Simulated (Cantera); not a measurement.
## Thermodynamics of metals in furnace atmospheres, feed Cu + O2 + N2

Charge: 1 mol Cu, 0.25 mol O2, 95 mol N2.

Cantera equilibrium calculation (NASA polynomials, part measured and part estimated; ideal gas, pure solids and liquids). Candidate condensed phases: Cu, CuO, Cu2O; 12 gas species. Mutual solubility and eutectic melting of coexisting phases are not modelled. Rates play no part.

Stable condensed phases:

```
T in K \ P in Pa
              10      35     120     440    1600    5500   19000   68000  240000  850000 3000000
   1300        A       A       B       B       B       B       B       B       B       B       C
   1250        A       B       B       B       B       B       B       B       C       C       C
   1200        B       B       B       B       B       B       B       C       C       C       C
   1150        B       B       B       B       B       B       C       C       C       C       C
   1100        B       B       B       B       B       C       C       C       C       C       C
   1050        B       B       B       C       C       C       C       C       C       C       C
   1000        B       B       C       C       C       C       C       C       C       C       C
    950        C       C       C       C       C       C       C       C       C       C       C
    900        C       C       C       C       C       C       C       C       C       C       C
    850        C       C       C       C       C       C       C       C       C       C       C
    800        C       C       C       C       C       C       C       C       C       C       C
    750        C       C       C       C       C       C       C       C       C       C       C
    700        C       C       C       C       C       C       C       C       C       C       C
```

A: Cu; B: Cu + Cu2O; C: Cu2O.
